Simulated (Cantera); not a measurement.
Feed: 1 mol Si, 6 mol HCl, 14 mol H2, at 650 °C and 1 atm.

Method: chemical equilibrium by Gibbs-energy minimisation in Cantera with the NASA 1993 tables (ideal gas, pure condensed phases). Candidate condensed phases: Si; 19 gas species. Kinetics and transport are ignored.

Base state: H2 0.841, HCl 0.107, SiCl4 0.0512, SiHCl3 0.00144 (mole fractions); condensed: gas only.

Task: What changes in the equilibrium state with this change: temperature from 650 °C to 325 °C?

Result: 
```tsv
species	before	after
H2	0.841	0.842
HCl	0.107	0.105
SiCl4	0.0512	0.0526
SiHCl3	0.00144	1.11e-5
```

Task: What changes in the equilibrium state with this change: temperature from 650 °C to 1252 °C?

Result: 
```csv
species,before,after
H2,0.841,0.783
HCl,0.107,0.166
SiCl2,6.78e-8,0.0237
SiCl4,0.0512,0.0114
H,<1e-9,2.08e-5
SiH3Cl,2.69e-9,1.31e-5
SiCl3,9.29e-6,0.00952
SiH2Cl2,3.96e-6,0.000519
```
The tables' values for SiCl3 are old estimates; treat these amounts as uncertain.
